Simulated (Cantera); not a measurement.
An adiabatic, constant-pressure homogeneous reactor starts with CH4 : C2H6 : O2 : N2 = 1 : 0.031 : 3.46 : 13 (molar parts), equivalence ratio 0.61, at 1023 K and 500000 Pa.

Detailed kinetics in Cantera: GRI-Mech 3.0 (53 species, 325 reactions).

Task: Predict: time of steepest temperature rise; temperature at 0.300 s; equilibrium temperature; x(O2) at 0.300 s; x(H2) at 0.300 s.

Result: 
```
Quantity                                                               Value
---------------------------------  -----------------------------------------
time of steepest temperature rise                                    44.0 ms
temperature at 0.300 s                                                2244 K
equilibrium temperature                                               2244 K
x(O2) at 0.300 s                       0.0726 (gas-phase equilibrium 0.0726)
x(H2) at 0.300 s                   0.000294 (gas-phase equilibrium 0.000294)
```
